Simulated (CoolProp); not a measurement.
R125 at 293.15 K and 1.91 MPa is throttled through a valve to 0.61 MPa with no heat exchange. Each further row changes one setting.

Values from CoolProp's reference Helmholtz-energy equation of state, Lemmon 2005.

```json
[
 {"case": "as stated", "temperature change (K)": "(withheld)", "final phase": "two-phase, vapour fraction 0.218", "final density (kg/m³)": "159"},
 {"case": "outlet pressure 0.183 MPa", "temperature change (K)": "-55.2", "final phase": "(withheld)", "final density (kg/m³)": "27.1"},
 {"case": "outlet pressure 0.793 MPa", "temperature change (K)": "-14.6", "final phase": "(withheld)", "final density (kg/m³)": "278"}
]
```

What belongs in the gaps?


- as stated, temperature change (K): -23.0
- outlet pressure 0.183 MPa, final phase: two-phase, vapour fraction 0.433
- outlet pressure 0.793 MPa, final phase: two-phase, vapour fraction 0.147
